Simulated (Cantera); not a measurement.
What does this Cantera script print?

```python
import numpy as np
import cantera as ct

gas_names = """
    N NO NO2 NO3 N2 N2O O O2 O3 Zr ZrN ZrO ZrO2
""".split()
cond_names = """
    Zr(a) Zr(b) Zr(L) ZrN(s) ZrN(L) ZrO2(a) ZrO2(b) ZrO2(L)
""".split()


def load(file, names, dense=False):
    # The tables refer to 1 bar. Condensed volumes are neglected.
    table = {s.name: s for s in ct.Species.list_from_file(file)}
    out = []
    for n in names:
        d = dict(table[n].input_data)
        d["thermo"] = dict(d["thermo"], **{"reference-pressure": 1e5})
        if dense:
            d["equation-of-state"] = {"model": "constant-volume", "density": "1e6 g/cm^3"}
        out.append(ct.Species.from_dict(d))
    return out


gas = ct.Solution(thermo="ideal-gas", species=load("nasa_gas.yaml", gas_names))
cond = {s.name: ct.Solution(thermo="fixed-stoichiometry", species=[s], name=s.name)
        for s in load("nasa_condensed.yaml", cond_names, dense=True)}
atoms = {
    'Zr': {'Zr': 1},
    'O2': {'O': 2},
    'N2': {'N': 2},
}
top_T = {}  # K; cautious upper limits of use, not melting points


def equilibrate(T, P, feed):
    n = {}
    for name, mol in feed.items():
        for a, k in atoms[name].items():
            n[a] = n.get(a, 0.0) + k * mol
    gas.TPX = T, P, n
    mass = sum(n.values()) * gas.mean_molecular_weight
    gas.equilibrate("TP")
    valid = [c for c in cond.values() if c.min_temp <= T <= top_T.get(c.name, c.max_temp)]
    mix = ct.Mixture([(gas, mass / gas.mean_molecular_weight)] + [(c, 0.0) for c in valid])
    mix.T, mix.P = T, P
    mix.equilibrate("TP", solver="vcs", rtol=1e-11, max_steps=5000)
    return mix


results = []
T = 2848  # K
P = 101325  # Pa
for m in [0.039, 0.067, 0.12, 0.2, 0.35, 0.61, 1.1, 1.9]:
    feed = {'Zr': 1, 'O2': m, 'N2': 0.93}  # mol
    mix = equilibrate(T, P, feed)
    results.append((T, P, feed, dict(zip(mix.species_names, mix.species_moles))))

top = {s: max(r[3][s] / sum(r[3][g] for g in gas_names) for r in results) for s in gas_names}
cols = sorted((s for s in top if top[s] > 1e-06), key=lambda s: -top[s])[:9]
seen = [c for c in cond_names if any(r[3].get(c, 0) > 1e-12 for r in results)]
print("log10 of partial pressures in bar; condensed amounts in mol")
print(f"{'n(O2)':>10s}" + "".join(f"{s[:9]:>10s}" for s in cols + seen))
for T, P, feed, n in results:
    ng = sum(n[g] for g in gas_names)
    print(f"{feed['O2']:10.4g}" + "".join(f"{np.log10(max(n[s] / ng * P / 1e5, 1e-99)):10.3f}" for s in cols)
          + "".join(f"{n.get(c, 0):10.4g}" for c in seen))
```

Result:

```
log10 of partial pressures in bar; condensed amounts in mol
     n(O2)        N2        O2        NO         O       ZrO       NO2      ZrO2         N       N2O    ZrN(s)   ZrO2(b)
     0.039     0.006    -8.619    -5.322    -5.494    -3.563   -12.479    -4.504    -5.302    -9.517    0.9609   0.03892
     0.067     0.006    -8.619    -5.322    -5.494    -3.563   -12.479    -4.504    -5.302    -9.517    0.9329   0.06692
      0.12     0.006    -8.619    -5.322    -5.494    -3.563   -12.479    -4.504    -5.302    -9.517    0.8799    0.1199
       0.2     0.006    -8.619    -5.322    -5.494    -3.563   -12.479    -4.504    -5.302    -9.517    0.7999    0.1999
      0.35     0.006    -8.619    -5.322    -5.494    -3.563   -12.479    -4.504    -5.302    -9.517    0.6499    0.3499
      0.61     0.006    -8.619    -5.322    -5.494    -3.563   -12.479    -4.504    -5.302    -9.517    0.3899    0.6099
       1.1    -0.049    -1.120    -1.599    -1.744    -7.313    -5.006    -4.504    -5.329    -5.822         0         1
       1.9    -0.317    -0.353    -1.350    -1.361    -7.696    -4.374    -4.504    -5.463    -5.707         0    0.9999
```

Equilibrium computed with Cantera from the NASA thermochemical tables; the gas is ideal and each condensed phase is pure. Mutual solubility and eutectic melting of coexisting phases are not modelled. ZrN: taken at fixed stoichiometry. Condensed phases not in the tables: solid solutions among these carbides, nitrides and lower oxides.
